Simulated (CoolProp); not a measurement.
Saturation properties of carbon dioxide.

Computed with CoolProp (reference Helmholtz-energy equation of state, Span 1996).

| T (°C) | p (kPa) | vapour Z | surface tension (mN/m) | liquid viscosity (µPa s) |
|---|---|---|---|---|
| -43.65 | 876.1 | 0.8846 | 13.5 | 205 |
| -40.65 | 980.7 | 0.8752 | 12.8 | 195 |
| -37.65 | 1094 | 0.8653 | 12.2 | 185 |
| -34.55 | 1222 | 0.8545 | 11.5 | 176 |
| -31.55 | 1355 | 0.8436 | 10.8 | 168 |
| -28.55 | 1499 | 0.8322 | 10.2 | 160 |
| -25.45 | 1659 | 0.8198 | 9.51 | 152 |
| -22.45 | 1825 | 0.8073 | 8.88 | 145 |
| -19.45 | 2003 | 0.7941 | 8.26 | 138 |
| -16.35 | 2201 | 0.7799 | 7.63 | 132 |
| -13.35 | 2405 | 0.7654 | 7.03 | 125 |
| -10.35 | 2622 | 0.7502 | 6.44 | 119 |
| -7.25 | 2862 | 0.7338 | 5.84 | 114 |

Viscosity comes from a separate model (Laesecke 2017). Surface tension comes from a separate correlation (Mulero 2012).
